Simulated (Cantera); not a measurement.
Cantera run:

```python
import numpy as np
import cantera as ct

gas_names = """
    B BH BH2 BH3 B2 H H2
""".split()
cond_names = """
    B(b) B(L)
""".split()


def load(file, names, dense=False):
    # The tables refer to 1 bar. Condensed volumes are neglected.
    table = {s.name: s for s in ct.Species.list_from_file(file)}
    out = []
    for n in names:
        d = dict(table[n].input_data)
        d["thermo"] = dict(d["thermo"], **{"reference-pressure": 1e5})
        if dense:
            d["equation-of-state"] = {"model": "constant-volume", "density": "1e6 g/cm^3"}
        out.append(ct.Species.from_dict(d))
    return out


gas = ct.Solution(thermo="ideal-gas", species=load("nasa_gas.yaml", gas_names))
cond = {s.name: ct.Solution(thermo="fixed-stoichiometry", species=[s], name=s.name)
        for s in load("nasa_condensed.yaml", cond_names, dense=True)}
atoms = {
    'B': {'B': 1},
    'H2': {'H': 2},
}
top_T = {}  # K; cautious upper limits of use, not melting points


def equilibrate(T, P, feed):
    n = {}
    for name, mol in feed.items():
        for a, k in atoms[name].items():
            n[a] = n.get(a, 0.0) + k * mol
    gas.TPX = T, P, n
    mass = sum(n.values()) * gas.mean_molecular_weight
    gas.equilibrate("TP")
    valid = [c for c in cond.values() if c.min_temp <= T <= top_T.get(c.name, c.max_temp)]
    mix = ct.Mixture([(gas, mass / gas.mean_molecular_weight)] + [(c, 0.0) for c in valid])
    mix.T, mix.P = T, P
    mix.equilibrate("TP", solver="vcs", rtol=1e-11, max_steps=5000)
    return mix


results = []
feed = {'B': 1, 'H2': 8}  # mol
P = 980  # Pa
for T in [1725, 1775, 1825, 1875, 1925, 1975, 2025, 2075, 2125, 2175, 2225]:
    mix = equilibrate(T, P, feed)
    results.append((T, P, feed, dict(zip(mix.species_names, mix.species_moles))))

top = {s: max(r[3][s] / sum(r[3][g] for g in gas_names) for r in results) for s in gas_names}
cols = sorted((s for s in top if top[s] > 0.001), key=lambda s: -top[s])[:7]
seen = [c for c in cond_names if any(r[3].get(c, 0) > 1e-12 for r in results)]
print("log10 of partial pressures in bar; condensed amounts in mol")
print(f"{'T/K':>10s}" + "".join(f"{s[:9]:>10s}" for s in cols + seen))
for T, P, feed, n in results:
    ng = sum(n[g] for g in gas_names)
    print(f"{T:10.4g}" + "".join(f"{np.log10(max(n[s] / ng * P / 1e5, 1e-99)):10.3f}" for s in cols)
          + "".join(f"{n.get(c, 0):10.4g}" for c in seen))
```

It prints:

```
log10 of partial pressures in bar; condensed amounts in mol
       T/K        H2         H       BH2      B(b)
      1725    -2.010    -4.736    -6.138    0.9994
      1775    -2.010    -4.543    -5.974    0.9991
      1825    -2.011    -4.362    -5.820    0.9987
      1875    -2.012    -4.189    -5.675    0.9982
      1925    -2.013    -4.026    -5.537    0.9976
      1975    -2.015    -3.871    -5.408    0.9967
      2025    -2.017    -3.724    -5.286    0.9955
      2075    -2.021    -3.585    -5.170    0.9939
      2125    -2.025    -3.453    -5.062    0.9919
      2175    -2.031    -3.327    -4.960     0.989
      2225    -2.038    -3.208    -4.865    0.9849
```

Method: chemical equilibrium by Gibbs-energy minimisation in Cantera with the NASA 1993 tables (ideal gas, pure condensed phases). The tables' values for BH2 are old estimates; treat these amounts as uncertain.
